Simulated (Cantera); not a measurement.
Charge: 1 mol B₂O₃, 0.13 mol NH₃, 0.61 mol H₂, held at 1225 °C and 19.0 Pa.

Equilibrium computed with Cantera from the NASA thermochemical tables; the gas is ideal and each condensed phase is pure. Candidate condensed phases: B, BN, B₂O₃, B₃O₃H₃, H₂O; 39 gas species. Kinetics and transport are ignored.

Base state: H₂ 0.745, B₂O₃ 0.110, N₂ 0.0631, HBO₂ 0.0432, HBO 0.0279, B₂O₂ 0.00780, H 0.00108, BO 0.00105 (mole fractions); condensed: B₂O₃(l).

Q: What changes in the equilibrium state with this change: pressure from 19.0 Pa to 0.133 bar?

A: 
| species | before | after |
|---|---|---|
| H₂ | 0.745 | 0.921 |
| N₂ | 0.0631 | 0.0738 |
| HBO₂ | 0.0432 | 0.00256 |
| B₂O₃ | 0.110 | 0.000157 |
| HBO | 0.0279 | 0.000828 |
| B₂O₂ | 0.00780 | 5.58e-6 |
| BO | 0.00105 | 1.06e-6 |
| B₂O₃(l), mol | 0.842 | 0.998 |
| BN(s), mol | 0 | 0.00139 |
Mutual solubility and eutectic melting of coexisting phases are not modelled. Gases not in the tables: H₃BO₃.
